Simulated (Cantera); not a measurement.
## Ignition delay

Mixture: C3H8 : O2 : N2 = 1 : 3.57 : 13.4 (molar parts), at 4.24 atm, adiabatic and at constant volume. Ignition delay is the time to a rise of 400 K.

Computed with Cantera and GRI-Mech 3.0 (53 species, 325 reactions). GRI-Mech 3.0 was tuned for natural gas; its chemistry of propane as a main component is partial and can be far from experiment.

```csv
T0 (K),delay (ms)
1100,21.6
1200,2.81
1300,0.451
1400,0.0988
1500,0.0298
1600,0.0119
1700,0.00587
1800,0.00343
```

```
Property                                                Result
--------------------------------------------------  ----------
apparent activation energy between 1600 and 1800 K  150 kJ/mol
```
